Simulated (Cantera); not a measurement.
# Thermodynamics of boron, boron nitride and boron oxide, feed B2O3 + NH3 + N2

Input: 1 mol B2O3, 2 mol NH3, 1 mol N2, held at 37.0 mbar.

These are equilibrium values from Cantera (NASA tables, ideal gas, pure condensed phases), not measurements of a reactor. Candidate condensed phases: B, BN, B2O3, B3O3H3, H2O; 39 gas species. Mutual solubility and eutectic melting of coexisting phases are not modelled. The numbers say what is thermodynamically allowed, not how fast it happens.

| T (K) | x H2 | x N2 | x B2O3 | x HBO2 | x HBO | n BN(s) | n B2O3(l) |
|---|---|---|---|---|---|---|---|
| 950 | 0.599 | 0.400 | 7.25e-12 | 1.72e-6 | 1.70e-9 | 0.00483 | 0.998 |
| 1100 | 0.599 | 0.400 | 6.91e-9 | 3.35e-5 | 2.67e-7 | 0.00462 | 0.998 |
| 1250 | 0.599 | 0.400 | 1.19e-6 | 0.000306 | 1.21e-5 | 0.00476 | 0.997 |
| 1400 | 0.598 | 0.399 | 6.50e-5 | 0.00168 | 0.000236 | 0.00638 | 0.992 |
| 1550 | 0.591 | 0.397 | 0.00157 | 0.00642 | 0.00254 | 0.00994 | 0.964 |
| 1700 | 0.556 | 0.383 | 0.0211 | 0.0193 | 0.0165 | 0 | 0.783 |
| 1850 | 0.451 | 0.333 | 0.110 | 0.0540 | 0.0359 | 0 | 0 |
x: gas mole fraction; n: condensed amount in mol.

From 950 K to 1550 K the condensed part is BN(s) + B2O3(l). At 1700 K the condensed part is B2O3(l). At 1850 K nothing is condensed. The main B-bearing gas is HBO2 at 950 K and B2O3 at 1850 K.
